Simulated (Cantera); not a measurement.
A perfectly stirred reactor is fed with H2 : O2 : N2 = 1.5 : 1 : 14 (molar parts), equivalence ratio 0.75, at 0.132 atm; it is held at 1298 K, and followed from long to short residence time.

Model: the H2/O2 subset of GRI-Mech 3.0, which has no nitrogen chemistry, integrated in Cantera. The temperature is held fixed by assumption; the heat of reaction is taken as removed at once.

x: mole fraction; the columns are a selection and need not sum to one.

```csv
τ (s),x H2,x O2,x H2O2,x OH,x H2O
27,6.96e-5,0.0159,___,0.000162,0.0951
8.3,0.000152,0.0159,___,0.000240,0.0949
2.6,0.000328,0.0159,___,0.000352,0.0947
0.80,0.000702,0.0160,___,0.000519,0.0941
0.25,0.00144,0.0164,___,0.000755,0.0928
0.077,0.00284,0.0171,2.73e-7,0.00108,0.0903
0.024,0.00508,0.0185,2.94e-7,0.00150,0.0856
0.0075,0.00808,0.0207,2.87e-7,0.00198,0.0780
```

Task: Some entries are withheld; supply them.

Result: 
- 27, x H2O2: 3.92e-8
- 8.3, x H2O2: 6.74e-8
- 2.6, x H2O2: 1.09e-7
- 0.80, x H2O2: 1.64e-7
- 0.25, x H2O2: 2.24e-7
